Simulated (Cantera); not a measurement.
# Gas-phase reforming

An isothermal, constant-pressure homogeneous reactor starts with 52.4 % CH4, 47.6 % H2O, at 1748 K and 1.01 bar.

Model: GRI-Mech 3.0 (53 species, 325 reactions), integrated in Cantera.

| t (s) | x CH4 | x H2O | x CH3 | x CH2O | x HO2 | x C2H4 |
|---|---|---|---|---|---|---|
| 9.00e-6 | 0.523 | 0.476 | 0.000605 | 6.81e-8 | <1e-12 | 4.92e-6 |
| 6.27e-5 | 0.517 | 0.476 | 0.00218 | 7.10e-6 | <1e-12 | 0.000736 |
| 0.000437 | 0.443 | 0.458 | 0.00320 | 4.02e-5 | <1e-12 | 0.0167 |
| 0.00304 | 0.227 | 0.382 | 0.00139 | 1.06e-5 | <1e-12 | 0.00571 |
| 0.0212 | 0.0635 | 0.304 | 0.000407 | 2.13e-6 | <1e-12 | 0.00252 |
| 0.148 | 0.0278 | 0.189 | 0.000171 | 5.01e-7 | <1e-12 | 0.00199 |
| 1.03 | 0.0137 | 0.0603 | 7.62e-5 | 1.11e-7 | <1e-12 | 0.000891 |
| 7.18 | 0.00640 | 0.00679 | 3.44e-5 | 7.59e-8 | <1e-12 | 0.000306 |
| 50.0 | 0.00530 | 9.93e-6 | 2.84e-5 | 7.57e-8 | <1e-12 | 0.000228 |
x: mole fraction; the columns are a selection and need not sum to one.

Equilibrium at this temperature and pressure: CH4 0.00530, H2O 6.45e-6, CH3 2.84e-5, CH2O 7.57e-8, HO2 <1e-12, C2H4 0.000228 (gas phase only).
